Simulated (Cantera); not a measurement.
Input: 1 mol TEOS, 0.1 mol N2O, a varied amount of N2, at 1725 K and 910 Pa.

Method: chemical equilibrium by Gibbs-energy minimisation in Cantera with the NASA 1993 tables (ideal gas, pure condensed phases). Candidate condensed phases: C, C6H6, C7H8, C8H18, H2O, Si, SiC, SiO2, Si2N2O, Si3N4; 151 gas species. The feed counts by its element totals alone. Rates play no part.

Q: At 67 mol N2, list the 5 most abundant gas species with their mole fractions, and the condensed phases.

A: N2 0.825, H2 0.122, CO 0.0503, HCN 0.00133, H 0.000680. Condensed: C(graphite) + SiC(s).
